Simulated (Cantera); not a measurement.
Input: 1 mol Si3H8, 3.8 mol N2, at 1650 K and 7.50 Torr.

These are equilibrium values from Cantera (NASA tables, ideal gas, pure condensed phases), not measurements of a reactor. Candidate condensed phases: Si, Si3N4; 18 gas species. The feed counts by its element totals alone. Equilibrium is a limit: real reactors are often held back by kinetics, nucleation or transport.

Base state: H2 0.689, N2 0.310, H 0.000754 (mole fractions); condensed: Si3N4(s).

Problem. What changes in the equilibrium state with this change: temperature from 1650 K to 1723 K?

Solution. 
```csv
species,before,after
H2,0.689,0.688
N2,0.310,0.310
H,0.000754,0.00151
Si,9.83e-6,8.21e-5
"Si3N4(s), mol",1.000,1.000
```
